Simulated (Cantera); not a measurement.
Charge: 1 mol Si, 0.025 mol CO₂, 51 mol N₂, held at 1623 K and 2.10 mbar.

Equilibrium computed with Cantera from the NASA thermochemical tables; the gas is ideal and each condensed phase is pure. Mutual solubility and eutectic melting of coexisting phases are not modelled. Kinetics and transport are ignored.

```csv
species,before,after
N₂,0.999,1.000
CO,0.000244,0.000123
SiO,0.000748,3.78e-8
Si,2.64e-5,<1e-9
"SiC(s), mol",0.0127,0
"Si₃N₄(s), mol",0.316,0.304
"C(graphite), mol",0,0.0188
"Si₂N₂O(s), mol",0,0.0438
```
Gas species are given as mole fractions.

Task: Which change was made?
A. CO₂ from 0.025 to 0.2 mol
B. temperature from 1623 K to 1950 K
C. pressure from 2.10 mbar to 47.0 mbar
D. pressure from 2.10 mbar to 12.0 bar

Result: D, pressure from 2.10 mbar to 12.0 bar
